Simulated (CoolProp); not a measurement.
Vapour-liquid equilibrium of ethylene (1) + propane (2) at -13.95 °C; x and y are mole fractions of (1).

The numbers come from the multi-fluid Helmholtz-energy mixture model, Smukala 2000 and Lemmon 2009; pair parameters Bell 2016 in CoolProp.

**Question.** Give the bubble pressure and the first vapour's composition at x = 0.05, 0.35, 0.65. Is there an azeotrope?

**Answer.** x = 0.05: 421.3 kPa, y = 0.295; x = 0.35: 1153 kPa, y = 0.784; x = 0.65: 1898 kPa, y = 0.907. No azeotrope shows between x = 0.05 and 0.95.

Pair parameters are fitted to limited data, so mixtures are less certain than the pure fluids.
